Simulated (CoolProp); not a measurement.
R245fa along the isotherm 166.85 °C: Z from the reference equation and from simpler models built on Tc = 153.9 °C, pc = 3651 kPa, ω = 0.378; each cubic takes its own stable root.

Values from CoolProp's reference Helmholtz-energy equation of state, Akasaka 2015.

```csv
p (kPa),phase,reference,van der Waals,Redlich-Kwong,Peng-Robinson
1400,gas,0.8750,0.8831,0.8699,0.8597
2810,gas,0.7118,0.7266,0.7042,0.6896
4210,supercritical,0.4324,0.3686,0.3982,0.4318
5620,supercritical,0.2716,0.3681,0.3205,0.3079
7020,supercritical,0.3070,0.4230,0.3571,0.3341
8430,supercritical,0.3495,0.4825,0.4006,0.3707
9830,supercritical,0.3931,0.5422,0.4450,0.4094
11200,supercritical,0.4359,0.6004,0.4886,0.4478
12600,supercritical,0.4794,0.6594,0.5328,0.4870
14000,supercritical,0.5227,0.7180,0.5766,0.5261
15400,supercritical,0.5656,0.7760,0.6200,0.5648
16900,supercritical,0.6112,0.8377,0.6661,0.6059
18300,supercritical,0.6534,0.8948,0.7086,0.6440
```
